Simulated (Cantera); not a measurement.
What does this Cantera script print?

```python
import numpy as np
import cantera as ct

gas_names = """
    CL CL2 H HCL H2 Si SiCL SiCL2 SiCL3 SiCL4 SiH SiHCL3 SiH2 SiH2CL2 SiH3 SiH3CL SiH4 Si2 Si3
""".split()
cond_names = """
    Si(cr) Si(L)
""".split()


# ... load() reads the species with a 1 bar reference pressure and builds the phases ...
atoms = {
    'Si': {'Si': 1},
    'HCl': {'H': 1, 'CL': 1},
    'H2': {'H': 2},
}
top_T = {}  # K; cautious upper limits of use, not melting points


# ... equilibrate(T, P, feed) seeds the gas with the atoms and calls Mixture.equilibrate('TP', solver="vcs", rtol=1e-11, max_steps=5000) ...
results = []
feed = {'Si': 1, 'HCl': 1.3, 'H2': 6.6}  # mol
P = 10000  # Pa
for T in [975, 1050, 1125, 1200, 1275, 1350, 1425, 1500, 1575, 1650]:
    mix = equilibrate(T, P, feed)
    results.append((T, P, feed, dict(zip(mix.species_names, mix.species_moles))))

top = {s: max(r[3][s] / sum(r[3][g] for g in gas_names) for r in results) for s in gas_names}
cols = sorted((s for s in top if top[s] > 0.0001), key=lambda s: -top[s])[:8]
seen = [c for c in cond_names if any(r[3].get(c, 0) > 1e-12 for r in results)]
print("log10 of partial pressures in bar; condensed amounts in mol")
print(f"{'T/K':>10s}" + "".join(f"{s[:9]:>10s}" for s in cols + seen))
for T, P, feed, n in results:
    ng = sum(n[g] for g in gas_names)
    print(f"{T:10.4g}" + "".join(f"{np.log10(max(n[s] / ng * P / 1e5, 1e-99)):10.3f}" for s in cols)
          + "".join(f"{n.get(c, 0):10.4g}" for c in seen))
```

Result:

```
log10 of partial pressures in bar; condensed amounts in mol
       T/K        H2       HCL     SiCL2     SiCL4    SiHCL3     SiCL3   SiH2CL2         H    Si(cr)
       975    -1.025    -2.907    -4.581    -2.532    -2.892    -4.283    -4.233    -9.454      0.67
      1050    -1.029    -2.650    -3.999    -2.573    -2.935    -3.915    -4.241    -8.605    0.6872
      1125    -1.034    -2.438    -3.517    -2.649    -3.004    -3.628    -4.271    -7.869    0.7075
      1200    -1.041    -2.272    -3.131    -2.784    -3.118    -3.429    -4.334    -7.225    0.7257
      1275    -1.048    -2.154    -2.846    -3.010    -3.298    -3.335    -4.445    -6.656    0.7357
      1350    -1.054    -2.083    -2.663    -3.348    -3.561    -3.354    -4.610    -6.150    0.7366
      1425    -1.057    -2.049    -2.562    -3.774    -3.888    -3.465    -4.819    -5.695    0.7327
      1500    -1.059    -2.038    -2.510    -4.232    -4.238    -3.622    -5.042    -5.284    0.7276
      1575    -1.059    -2.035    -2.482    -4.681    -4.580    -3.790    -5.261    -4.911    0.7226
      1650    -1.059    -2.037    -2.464    -5.104    -4.901    -3.955    -5.466    -4.571    0.7178
```

Cantera equilibrium calculation (NASA polynomials, part measured and part estimated; ideal gas, pure solids and liquids). The tables' values for SiCl3, SiCl are old estimates; treat these amounts as uncertain.
